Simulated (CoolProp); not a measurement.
A single-stage vapour-compression cycle with vinyl chloride: evaporating at 325.15 K (dew point), condensing at 362.15 K (bubble point), superheat 8 K, subcooling 2 K, compressor efficiency 0.8, no pressure losses. Each further row changes one setting.

Values from CoolProp's reference Helmholtz-energy equation of state, Thol 2022.

```
case                              cooling COP  pressure ratio  discharge temperature (K)  refrigerating effect (kJ/kg)  volumetric capacity (kJ/m³)
--------------------------------  -----------  --------------  -------------------------  ----------------------------  ---------------------------
as stated                                5.93            2.27                      388.1                           246                         5160
evaporating temperature 330.15 K         7.07            2.01                      385.4                           249                         5870
condensing temperature 357.15 K          7.02            2.05                      381.0                           254                         5340
subcooling 7 K                           6.14            2.27                      388.1                           254                         5340
superheat 18 K                           5.91            2.27                      398.2                           256                         5150
compressor efficiency 0.7                5.18            2.27                      392.9                           246                         5160
```
